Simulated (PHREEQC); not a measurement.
Dissolve 2.5 mmol/kgw CdCl2, 1.9 mmol/kgw NaOH and 4.5 mmol/kgw MnSO4 at 20 °C. Closed to the air; pH follows from the charge balance.

Equilibrium calculation in PHREEQC: ion-association model, wateq4f.dat.

Precipitation was switched off in this run.

Question: Order these S species by the share of S that they hold, largest first: CdSO4, SO4-2, MnSO4, Cd(SO4)2-2, NaSO4-.

Answer: SO4-2 (78 %), MnSO4 (15 %), CdSO4 (6.2 %), Cd(SO4)2-2 (0.50 %), NaSO4- (0.42 %)

Question: Order these Mn species by the share of Mn that they hold, largest first: MnSO4, MnOH+, MnCl+, Mn+2.

Answer: Mn+2 (75 %), MnSO4 (15 %), MnOH+ (9.0 %), MnCl+ (0.76 %)

The pH is 10.01 and the ionic strength 0.0190 mol/kgw. Saturation is exceeded, for instance for Cd(OH)2, Pyrochroite; the values hold only as long as no solid forms.
